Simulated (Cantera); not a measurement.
An adiabatic, constant-volume homogeneous reactor starts with CH₄ : O₂ : N₂ = 1 : 0.8 : 3.01 (molar parts), equivalence ratio 2.5, at 1448 K and 17.8 atm.

Detailed kinetics in Cantera: GRI-Mech 3.0 (53 species, 325 reactions). The pressure lies above the range GRI-Mech 3.0 was tuned for (to about 10 atm).

Problem. Predict: time of steepest temperature rise; temperature at 0.100 s; equilibrium temperature; x(CH₄) at 0.100 s; x(O₂) at 0.100 s; x(HCO) at 0.100 s; x(N₂O) at 0.100 s; x(H) at 0.100 s; x(H₂O₂) at 0.100 s.

Solution. 
- time of steepest temperature rise = 0.259 ms
- temperature at 0.100 s = 2530 K
- equilibrium temperature = 2530 K
- x(CH₄) at 0.100 s = 1.08e-7 (gas-phase equilibrium 1.20e-7)
- x(O₂) at 0.100 s = 1.69e-7 (gas-phase equilibrium 1.69e-7)
- x(HCO) at 0.100 s = 1.89e-6 (gas-phase equilibrium 1.89e-6)
- x(N₂O) at 0.100 s = 4.83e-9 (gas-phase equilibrium 4.83e-9)
- x(H) at 0.100 s = 0.00226 (gas-phase equilibrium 0.00226)
- x(H₂O₂) at 0.100 s = 1.75e-9 (gas-phase equilibrium 1.75e-9)
